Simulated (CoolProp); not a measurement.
Properties of C3F8 (R218) along the isobar 2700 kPa (Tc = 71.9 °C, pc = 2640 kPa, ω = 0.317).

Model: reference Helmholtz-energy equation of state, Lemmon 2006, in CoolProp. It is a short technical equation, of lower accuracy than the large ones.

| T (°C) | phase | density (kg/m³) | cv (kJ/(kg K)) | isothermal compressibility (1/MPa) | expansivity (1/kK) | viscosity (µPa s) |
|---|---|---|---|---|---|---|
| 20.85 | liquid | 1375 | 0.7847 | 0.009221 | 3.802 | 193 |
| 30.55 | liquid | 1321 | 0.8019 | 0.01242 | 4.399 | 167 |
| 40.35 | liquid | 1260 | 0.8202 | 0.01785 | 5.313 | 142 |
| 50.05 | liquid | 1189 | 0.8398 | 0.02837 | 6.877 | 120 |
| 59.75 | liquid | 1096 | 0.8631 | 0.05604 | 10.39 | 97.1 |
| 69.55 | liquid | 932.2 | 0.9022 | 0.2695 | 31.22 | (withheld) |
| 79.25 | supercritical | 342.0 | 0.9226 | 1.110 | 30.95 | 22.4 |
| 88.95 | supercritical | 278.9 | 0.9056 | 0.7367 | 15.29 | 20.4 |
| 98.75 | supercritical | 246.4 | 0.9016 | 0.6170 | 10.65 | 19.7 |
| 108.45 | supercritical | 224.9 | 0.9031 | (withheld) | 8.373 | 19.5 |
| 118.15 | supercritical | 208.8 | 0.9073 | 0.5171 | 6.986 | 19.5 |
| 127.95 | supercritical | 196.0 | 0.9132 | (withheld) | 6.037 | 19.6 |
| 137.65 | supercritical | 185.5 | 0.9200 | 0.4706 | 5.354 | 19.7 |
| 147.35 | supercritical | 176.6 | 0.9274 | 0.4555 | 4.832 | 19.9 |
| 157.15 | supercritical | (withheld) | 0.9352 | 0.4434 | 4.415 | 20.2 |
| 166.85 | supercritical | 161.9 | 0.9431 | 0.4336 | 4.080 | 20.5 |

**Question.** Complete the blanks.

**Answer.** 
- 69.55, viscosity (µPa s): 68.6
- 108.45, isothermal compressibility (1/MPa): 0.5555
- 127.95, isothermal compressibility (1/MPa): 0.4902
- 157.15, density (kg/m³): 168.7

Viscosity comes from a separate model (Huber 2003), an estimate that may be off by 10 % or more.
